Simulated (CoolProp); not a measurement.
Properties of hydrogen chloride along the isobar 0.101 MPa.

Model: reference Helmholtz-energy equation of state, Thol 2018, in CoolProp.

```json
[
 {"T (K)": "305.7", "phase": "gas", "speed of sound (m/s)": "311.4", "fugacity coefficient": "0.9945"},
 {"T (K)": "328.7", "phase": "gas", "speed of sound (m/s)": "323.1", "fugacity coefficient": "0.9956"},
 {"T (K)": "351.7", "phase": "gas", "speed of sound (m/s)": "334.4", "fugacity coefficient": "0.9964"},
 {"T (K)": "374.6", "phase": "gas", "speed of sound (m/s)": "345.2", "fugacity coefficient": "0.9971"},
 {"T (K)": "397.6", "phase": "gas", "speed of sound (m/s)": "355.7", "fugacity coefficient": "0.9976"},
 {"T (K)": "420.6", "phase": "gas", "speed of sound (m/s)": "365.9", "fugacity coefficient": "0.9980"},
 {"T (K)": "443.6", "phase": "gas", "speed of sound (m/s)": "375.8", "fugacity coefficient": "0.9983"},
 {"T (K)": "466.6", "phase": "gas", "speed of sound (m/s)": "385.4", "fugacity coefficient": "0.9985"},
 {"T (K)": "489.5", "phase": "gas", "speed of sound (m/s)": "394.7", "fugacity coefficient": "0.9988"},
 {"T (K)": "512.5", "phase": "gas", "speed of sound (m/s)": "403.7", "fugacity coefficient": "0.9989"},
 {"T (K)": "535.5", "phase": "gas", "speed of sound (m/s)": "412.6", "fugacity coefficient": "0.9991"},
 {"T (K)": "558.5", "phase": "gas", "speed of sound (m/s)": "421.2", "fugacity coefficient": "0.9992"},
 {"T (K)": "581.5", "phase": "gas", "speed of sound (m/s)": "429.6", "fugacity coefficient": "0.9993"},
 {"T (K)": "604.4", "phase": "gas", "speed of sound (m/s)": "437.8", "fugacity coefficient": "0.9994"},
 {"T (K)": "627.4", "phase": "gas", "speed of sound (m/s)": "445.8", "fugacity coefficient": "0.9995"}
]
```
